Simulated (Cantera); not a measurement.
Input (Python, Cantera) and output of one run.

```python
import numpy as np
import cantera as ct

gas_names = """
    SiO NO2 O2
""".split()
cond_names = """
    Si3N4(a)
""".split()


# ... load() reads the species with a 1 bar reference pressure and builds the phases ...
species = {s.name: s for s in load("nasa_gas.yaml", gas_names) + load("nasa_condensed.yaml", cond_names)}
# Each term lists the table entries of one substance; the one whose range holds T is used.
reactions = {
    '6 SiO(g) + 8 NO2(g) = 11 O2(g) + 2 Si3N4':
        [(-6, ['SiO']), (-8, ['NO2']), (11, ['O2']), (2, ['Si3N4(a)'])],
}


def pick(names, T):
    return next(species[n] for n in names if species[n].thermo.min_temp <= T <= species[n].thermo.max_temp)


results = []
for label, terms in reactions.items():
    print(label)
    print("     T/K   dH/kJ  dS/(J/K)   dG/kJ   log10 K")
    for T in [1348, 1548, 1748, 1948, 2148]:
        used = [(nu, pick(names, T)) for nu, names in terms]
        dH = sum(nu * s.thermo.h(T) for nu, s in used) / 1e6
        dS = sum(nu * s.thermo.s(T) for nu, s in used) / 1e3
        dG = dH - T * dS / 1e3
        logK = -dG * 1e6 / (ct.gas_constant * T * np.log(10))
        results.append((label, T, dH, dS, dG, logK, [s.name for _, s in used]))
        print(f"{T:8g} {dH:8.1f} {dS:8.1f} {dG:8.1f} {logK:8.2f}")
```

It prints:

```
6 SiO(g) + 8 NO2(g) = 11 O2(g) + 2 Si3N4
     T/K   dH/kJ  dS/(J/K)   dG/kJ   log10 K
    1348  -1102.2   -631.7   -250.6     9.71
    1548  -1084.8   -619.7   -125.5     4.23
    1748  -1066.4   -608.6     -2.7     0.08
    1948  -1047.4   -598.2    118.0    -3.16
    2148  -1028.0   -588.8    236.7    -5.75
```

Source: NASA polynomial tables (part measured, part estimated), evaluated in Cantera. Condensed species are held in their standard states even where they would react or evaporate.
